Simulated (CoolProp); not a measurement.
The fluid at 404.88 K and 12.4 MPa is throttled through a valve to 5.96 MPa with no heat exchange. The same conditions are run with several fluids, on thermodynamics alone (safety and materials aside).

Model: reference Helmholtz-energy equation of state of each fluid (vinyl chloride: Thol 2022; R113: Marx 1992; 1,2-dichloroethane: Thol 2015; R1336mzz(Z): McLinden 2020; isohexane: Lemmon 2006), in CoolProp.

Task: Rank vinyl chloride, R113, 1,2-dichloroethane, R1336mzz(Z), isohexane by temperature change (K), highest first.

Result: 1,2-dichloroethane (+1.6), isohexane (+1.1), R113 (+0.9), R1336mzz(Z) (-0.5), vinyl chloride (-3.8)

```tsv
fluid	final density (kg/m³)
vinyl chloride	669
R113	1310
1,2-dichloroethane	1080
R1336mzz(Z)	1080
isohexane	552
```
